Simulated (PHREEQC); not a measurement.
A column of 0.2 m (40 cells, dispersivity 0.016 m, 720 s a shift, diffusion coefficient 3e-10 m²/s) holds 0.019 eq of the database's cation exchanger X per kg of pore water, first in equilibrium with 1.6 mmol/kgw MnCl2, 32 mmol/kgw NH4Cl and 0.01 mmol/kgw HCl. It is flushed with 0.023 mol/kgw KCl and 1e-05 mol/kgw HCl, at 25 °C. Values are for the last cell. No CO2 enters from the air. Nothing may precipitate in this run.

Base run: PHREEQC, ion-association model, phreeqc.dat. Each further column changes one thing. The table gives K in solution (mol/kgw).

```json
[
 {"pore volumes": "0", "base": "0", "exchange capacity from 0.019 to 0.0095 eq/kgw": "0", "dispersivity from 0.016 to 0.032 m": "0"},
 {"pore volumes": "0.2625", "base": "5.35e-9", "exchange capacity from 0.019 to 0.0095 eq/kgw": "1.40e-7", "dispersivity from 0.016 to 0.032 m": "3.26e-6"},
 {"pore volumes": "0.6375", "base": "0.000234", "exchange capacity from 0.019 to 0.0095 eq/kgw": "0.000954", "dispersivity from 0.016 to 0.032 m": "0.00112"},
 {"pore volumes": "0.8875", "base": "0.00152", "exchange capacity from 0.019 to 0.0095 eq/kgw": "0.00419", "dispersivity from 0.016 to 0.032 m": "0.00345"},
 {"pore volumes": "1.262", "base": "0.00577", "exchange capacity from 0.019 to 0.0095 eq/kgw": "0.0109", "dispersivity from 0.016 to 0.032 m": "0.00790"},
 {"pore volumes": "1.512", "base": "0.00935", "exchange capacity from 0.019 to 0.0095 eq/kgw": "0.0148", "dispersivity from 0.016 to 0.032 m": "0.0108"},
 {"pore volumes": "1.887", "base": "0.0143", "exchange capacity from 0.019 to 0.0095 eq/kgw": "0.0188", "dispersivity from 0.016 to 0.032 m": "0.0144"},
 {"pore volumes": "2.138", "base": "0.0168", "exchange capacity from 0.019 to 0.0095 eq/kgw": "0.0204", "dispersivity from 0.016 to 0.032 m": "0.0163"},
 {"pore volumes": "2.513", "base": "0.0194", "exchange capacity from 0.019 to 0.0095 eq/kgw": "0.0217", "dispersivity from 0.016 to 0.032 m": "0.0185"},
 {"pore volumes": "2.763", "base": "0.0204", "exchange capacity from 0.019 to 0.0095 eq/kgw": "0.0222", "dispersivity from 0.016 to 0.032 m": "0.0195"},
 {"pore volumes": "3.138", "base": "0.0215", "exchange capacity from 0.019 to 0.0095 eq/kgw": "0.0226", "dispersivity from 0.016 to 0.032 m": "0.0207"},
 {"pore volumes": "3.388", "base": "0.0219", "exchange capacity from 0.019 to 0.0095 eq/kgw": "0.0228", "dispersivity from 0.016 to 0.032 m": "0.0212"},
 {"pore volumes": "3.763", "base": "0.0223", "exchange capacity from 0.019 to 0.0095 eq/kgw": "0.0229", "dispersivity from 0.016 to 0.032 m": "0.0218"},
 {"pore volumes": "4.013", "base": "0.0225", "exchange capacity from 0.019 to 0.0095 eq/kgw": "0.0229", "dispersivity from 0.016 to 0.032 m": "0.0220"}
]
```
